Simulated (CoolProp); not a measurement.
A simple Rankine cycle with cyclopentane: condensing at 300.15 K, boiler at 2.12 MPa, turbine inlet 549 K, turbine efficiency 0.75, pump efficiency 0.8, no recuperator. Each further row changes one setting.

Model: reference Helmholtz-energy equation of state, Gedanitz 2015, in CoolProp.

```
case                             thermal efficiency (%)  net work (kJ/kg)  heat in (kJ/kg)  turbine exit temperature (K)  volume ratio over the turbine
-------------------------------  ----------------------  ----------------  ---------------  ----------------------------  -----------------------------
as stated                                             ?               156              820                             ?                              ?
condensing temperature 292.15 K                    20.1                 ?              835                         455.3                           61.2
boiler pressure 1.48 MPa                           17.6               146              832                         472.1                           30.6
turbine efficiency 0.65                               ?                 ?              820                         472.1                           46.1
```

Q: Complete the blanks.

A: 
- as stated, thermal efficiency (%): 19.0
- as stated, turbine exit temperature (K): 461.6
- as stated, volume ratio over the turbine: 45.0
- condensing temperature 292.15 K, net work (kJ/kg): 168
- turbine efficiency 0.65, thermal efficiency (%): 16.4
- turbine efficiency 0.65, net work (kJ/kg): 135
